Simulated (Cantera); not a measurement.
A closed system holds: 1 mol Si3N4, 1.4 mol CO2, 1.8 mol N2, equilibrated at 1100 °C and 3.20 bar.

Cantera equilibrium calculation (NASA polynomials, part measured and part estimated; ideal gas, pure solids and liquids). Candidate condensed phases: C, Si, SiC, SiO2, Si2N2O, Si3N4; 34 gas species. Mutual solubility and eutectic melting of coexisting phases are not modelled. The tables hold silica as quartz up to 1696 K and as liquid above; real silica turns to tridymite and cristobalite and melts near 1996 K. The numbers say what is thermodynamically allowed, not how fast it happens.

What is the equilibrium state?


| Item | Value |
|---|---|
| x(N2) | 0.945 |
| x(CO) | 0.0554 |
| x(CO2) | 2.23e-5 |
| n(C(graphite)) | 1.24 mol |
| n(SiO2(β-quartz)) | 0.762 mol |
| n(Si2N2O(s)) | 1.12 mol |
| gas amount | 2.838 mol |
| log10 activity of Si(s) (absent) | -6.09 |
